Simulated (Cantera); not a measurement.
An adiabatic, constant-pressure homogeneous reactor starts with 3.94 % CH₄, 0.158 % C₂H₆, 5.52 % C₃H₈, 19.0 % O₂, 71.4 % N₂, equivalence ratio 1.9, at 1573 K and 4800 Torr.

Detailed kinetics in Cantera: GRI-Mech 3.0 (53 species, 325 reactions). GRI-Mech 3.0 was tuned for natural gas; its chemistry of propane as a main component is partial and can be far from experiment.

x: mole fraction; the columns are a selection and need not sum to one.

| t (s) | T (K) | x CH₄ | x C₂H₆ | x C₃H₈ | x HCN | x CO₂ |
|---|---|---|---|---|---|---|
| 3.00e-6 | 1564 | 0.0392 | ? | 0.0493 | 1.31e-11 | 1.87e-5 |
| 9.76e-6 | 1589 | 0.0387 | ? | 0.0303 | 2.12e-10 | 0.000160 |
| 3.18e-5 | 2723 | 0.000120 | ? | <1e-12 | 0.000197 | 0.0206 |
| 0.000103 | 2709 | 2.01e-10 | <1e-12 | <1e-12 | 4.18e-6 | 0.0203 |
| 0.000337 | 2708 | 1.55e-10 | <1e-12 | <1e-12 | 6.86e-7 | 0.0203 |
| 0.00110 | 2709 | 1.53e-10 | <1e-12 | <1e-12 | 5.96e-7 | 0.0203 |
| 0.00357 | 2709 | 1.53e-10 | <1e-12 | <1e-12 | 5.75e-7 | 0.0203 |
| 0.0116 | 2709 | 1.53e-10 | <1e-12 | <1e-12 | 5.75e-7 | 0.0203 |
| 0.0378 | 2709 | 1.53e-10 | <1e-12 | <1e-12 | 5.75e-7 | 0.0203 |
| 0.123 | 2709 | 1.53e-10 | <1e-12 | <1e-12 | 5.75e-7 | 0.0203 |
| 0.400 | 2709 | 1.53e-10 | <1e-12 | <1e-12 | 5.75e-7 | 0.0203 |

Question: Fill in the missing entries.

Answer: 
- 3.00e-6, x C₂H₆: 0.00245
- 9.76e-6, x C₂H₆: 0.00531
- 3.18e-5, x C₂H₆: 2.77e-9
